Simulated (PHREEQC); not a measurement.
1 kg of water holding 0.0054 mol Na2SO4, 0.35 mol Na2CO3, 0.087 mol NaCl and 0.028 mol KCl is evaporated at 25 °C; the solids stay in contact with the brine. CO2 from the air is kept out. The run lets Arcanite, Burkeite, Glaserite, Halite, Kalicinite, Mirabilite, Misenite, Nahcolite, Natron, Sylvite, Thenardite, Trona precipitate or redissolve, and no other solid.

The series has 15 steps of water left (kg), from 1 to 0.007897.

Computed with PHREEQC (Pitzer model, pitzer.dat).

Task: Which solids form, in which order, and at which step of the series does each first stand?

Result: Natron from water left = 0.1002 kg (pH 11.94); Burkeite from water left = 0.007897 kg (pH 12.23); Halite from water left = 0.007897 kg (pH 12.23); Sylvite from water left = 0.007897 kg (pH 12.23).
